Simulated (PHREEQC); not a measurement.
A solution holds 0.29 mol CuCl2 and 0.084 mol FeCl3 per kg of water, at 25 °C. Closed to the air; pH follows from the charge balance.

Model: ion-association model, phreeqc.dat, run in PHREEQC.

| quantity | before | after |
|---|---|---|
| pH | 2.29 | 2.23 |
| ionic strength (mol/kgw) | 0.940 | 0.526 |
| Cl- (mol/kgw) | 0.649 | 0.351 |

Problem. Which change was made?
A) CuCl2 replaced by ZnCl2 at the same molality
B) diluted 2-fold with water
C) FeCl3 from 0.084 to 0.168 mol/kgw
D) FeCl3 left out
E) temperature from 25 to 50 °C

Solution. B, diluted 2-fold with water

Precipitation was switched off in this run. The ionic strength passes 0.7 mol/kgw, the rough limit of the ion-association models, in before. Some of these states are supersaturated (in Hematite (slow to form), Goethite (slow to form), for instance).
